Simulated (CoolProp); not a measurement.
R227EA at 293.15 K and 0.106 MPa flows at 5.4 m/s in a round tube of 20 mm bore and 1.5 µm roughness, fully developed (64/Re and Nu = 3.66 if laminar; Colebrook and Gnielinski if turbulent). Each further row changes one setting.

Model: reference Helmholtz-energy equation of state, Lemmon 2016, in CoolProp.

```tsv
case	Reynolds number	Darcy friction factor	pressure drop (Pa/m)	heat-transfer coefficient (W/(m² K))	mass flow (kg/h)
as stated	72500	0.0196	[?]	[?]	[?]
velocity 10.8 m/s	145000	0.0172	[?]	[?]	[?]
diameter 40 mm	145000	[?]	[?]	79.4	186
```

**Question.** What belongs in the gaps?

**Answer.** 
- as stated, pressure drop (Pa/m): 109
- as stated, heat-transfer coefficient (W/(m² K)): 92.2
- as stated, mass flow (kg/h): 46.6
- velocity 10.8 m/s, pressure drop (Pa/m): 382
- velocity 10.8 m/s, heat-transfer coefficient (W/(m² K)): 161
- velocity 10.8 m/s, mass flow (kg/h): 93.2
- diameter 40 mm, Darcy friction factor: 0.0169
- diameter 40 mm, pressure drop (Pa/m): 47.0

Viscosity comes from a separate model (Huber 2003), an estimate that may be off by 10 % or more. Thermal conductivity comes from a separate model (Huber 2003), an estimate that may be off by 10 % or more.
